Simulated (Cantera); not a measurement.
Input: 1 mol C3H6, 0.97 mol O2, 79 mol H2, held at 3.70 mbar.

These are equilibrium values from Cantera (NASA tables, ideal gas, pure condensed phases), not measurements of a reactor. Candidate condensed phases: C, C6H6, C7H8, C8H18, H2O; 110 gas species. The numbers say what is thermodynamically allowed, not how fast it happens. All values below are at 2400 K.

Base state: H2 0.748, H 0.226, CO 0.0205, C2H2 (acetylene) 0.00521, C2H 9.07e-5, C3 2.65e-5, C4H2 1.50e-5, C 1.07e-5 (mole fractions); condensed: C(graphite).

Question: What changes in the equilibrium state with this change: 0.78 mol H2S added?

Answer: 
| species | before | after |
|---|---|---|
| H2 | 0.748 | 0.744 |
| H | 0.226 | 0.226 |
| CO | 0.0205 | 0.0201 |
| CS | 0 | 0.00753 |
| C2H2 (acetylene) | 0.00521 | 0.00169 |
| S | 0 | 0.000432 |
| SH | 0 | 0.000120 |
| C(graphite), mol | 0.0400 | 0 |
Further candidate phases: H2SO4, S.
